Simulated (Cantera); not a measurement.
# Gas activation for diamond growth

An isothermal, constant-pressure homogeneous reactor starts with CH4 : H2 : CO2 = 0.018 : 1 : 0.0094 (molar parts), at 1600 K and 7.50 Torr.

Detailed kinetics in Cantera: GRI-Mech 3.0 (53 species, 325 reactions). GRI-Mech 3.0 stops at C3 and has no aromatics, soot or wall deposition, so with more carbon than oxygen in the feed, carbon stays in small species such as C2H2 where larger ones or solid carbon would form. Radical loss at walls, strong at low pressure, is not modelled.

```json
[
 {"t (s)": "0.000100", "x CH4": "0.0175", "x H2": "0.973", "x CO2": "0.00915", "x C2H4": "<1e-12", "x HO2": "<1e-12", "x CH2O": "<1e-12"},
 {"t (s)": "0.000277", "x CH4": "0.0175", "x H2": "0.973", "x CO2": "0.00915", "x C2H4": "<1e-12", "x HO2": "<1e-12", "x CH2O": "<1e-12"},
 {"t (s)": "0.000765", "x CH4": "0.0175", "x H2": "0.973", "x CO2": "0.00915", "x C2H4": "<1e-12", "x HO2": "<1e-12", "x CH2O": "<1e-12"},
 {"t (s)": "0.00211", "x CH4": "0.0175", "x H2": "0.973", "x CO2": "0.00915", "x C2H4": "1.54e-11", "x HO2": "<1e-12", "x CH2O": "<1e-12"},
 {"t (s)": "0.00585", "x CH4": "0.0175", "x H2": "0.973", "x CO2": "0.00915", "x C2H4": "3.20e-10", "x HO2": "<1e-12", "x CH2O": "7.22e-12"},
 {"t (s)": "0.0162", "x CH4": "0.0175", "x H2": "0.973", "x CO2": "0.00914", "x C2H4": "6.64e-9", "x HO2": "<1e-12", "x CH2O": "1.37e-10"},
 {"t (s)": "0.0447", "x CH4": "0.0175", "x H2": "0.973", "x CO2": "0.00911", "x C2H4": "1.33e-7", "x HO2": "<1e-12", "x CH2O": "1.50e-9"},
 {"t (s)": "0.124", "x CH4": "0.0175", "x H2": "0.973", "x CO2": "0.00889", "x C2H4": "2.08e-6", "x HO2": "<1e-12", "x CH2O": "5.37e-9"},
 {"t (s)": "0.342", "x CH4": "0.0173", "x H2": "0.971", "x CO2": "0.00747", "x C2H4": "1.15e-5", "x HO2": "<1e-12", "x CH2O": "1.17e-8"},
 {"t (s)": "0.946", "x CH4": "0.0164", "x H2": "0.967", "x CO2": "0.00313", "x C2H4": "1.71e-5", "x HO2": "<1e-12", "x CH2O": "1.03e-8"},
 {"t (s)": "2.62", "x CH4": "0.0139", "x H2": "0.966", "x CO2": "0.000225", "x C2H4": "1.43e-5", "x HO2": "<1e-12", "x CH2O": "5.58e-9"},
 {"t (s)": "7.23", "x CH4": "0.00957", "x H2": "0.968", "x CO2": "2.82e-5", "x C2H4": "1.03e-5", "x HO2": "<1e-12", "x CH2O": "3.82e-9"},
 {"t (s)": "20.0", "x CH4": "0.00503", "x H2": "0.970", "x CO2": "2.78e-5", "x C2H4": "8.22e-6", "x HO2": "<1e-12", "x CH2O": "2.09e-9"}
]
```
x: mole fraction; the columns are a selection and need not sum to one.

Equilibrium at this temperature and pressure: CH4 0.000188, H2 0.977, CO2 7.50e-11, C2H4 4.29e-6, HO2 <1e-12, CH2O 7.48e-11 (gas phase only).
